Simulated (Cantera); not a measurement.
Input: 1 mol SiHCl₃, 0.58 mol CH₄, 81 mol H₂, at 1.00 bar.

These are equilibrium values from Cantera (NASA tables, ideal gas, pure condensed phases), not measurements of a reactor. Candidate condensed phases: C, C₆H₆, C₇H₈, C₈H₁₈, Si, SiC; 109 gas species. Mutual solubility and eutectic melting of coexisting phases are not modelled. Rates play no part.

Over these rows the condensed part is Si(s) + SiC(s). Partial pressures as log10 of bar:

| T (K) | 1000/T (1/K) | log p SiCl₄ | log p H₂ | log p HCl |
|---|---|---|---|---|
| 1323 | 0.7559 | -3.28 | -0.01 | -1.60 |
| 1373 | 0.7283 | -3.56 | -0.01 | -1.57 |
| 1423 | 0.7027 | -3.86 | -0.01 | -1.55 |
| 1473 | 0.6789 | ? | -0.01 | -1.54 |
| 1523 | 0.6566 | -4.48 | -0.01 | -1.54 |
| 1573 | 0.6357 | -4.77 | -0.01 | -1.54 |

Q: Fit log p(SiCl₄) = a + b·(1000/T) to the five rows, give the apparent enthalpy, and predict the row at 1473 K.

A: Means: 1000/T = 0.6958, log p = -3.990. Sxy = 0.123629, Sxx = 0.0098645, so b = 12.53 and a = -3.990 − (12.53)×0.6958 = -12.71.
Apparent enthalpy: −19.145 × (12.53) = -240 kJ/mol. With the condensed phases at unit activity, Si(s) + 4 HCl(g) = SiCl₄(g) + 2 H₂(g) links this pressure to the main gases: over the six rows their terms move log p by +0.24 in all, so the slope isn't that reaction's ΔH° alone. The five rows lie within 0.05 of the line.
Prediction at 1473 K: -12.71 + (12.53)×0.6789 = -4.20. The computed value is -4.17, 0.03 from the line.
